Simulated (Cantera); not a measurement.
Ignition delay

Mixture: 20.7 % CO, 4.96 % H2, 12.8 % O2, 61.6 % N2, at 1600000 Pa, adiabatic and at constant pressure. Ignition delay is the time to a rise of 400 K.

Computed with Cantera and GRI-Mech 3.0 (53 species, 325 reactions). The hydrogen kinetics of GRI-Mech 3.0 are dated; newer H2 mechanisms differ, most at raised pressure. The pressure lies above the range GRI-Mech 3.0 was tuned for (to about 10 atm). Where the delays flatten at high temperature, the 400 K rule measures the pace of heat release, not the induction time.

```json
[
 {"T0 (K)": "1248", "delay (ms)": "0.0224"},
 {"T0 (K)": "1323", "delay (ms)": "0.00769"},
 {"T0 (K)": "1398", "delay (ms)": "0.00410"},
 {"T0 (K)": "1473", "delay (ms)": "0.00275"},
 {"T0 (K)": "1548", "delay (ms)": "0.00209"},
 {"T0 (K)": "1623", "delay (ms)": "0.00172"},
 {"T0 (K)": "1698", "delay (ms)": "0.00148"},
 {"T0 (K)": "1773", "delay (ms)": "0.00133"}
]
```
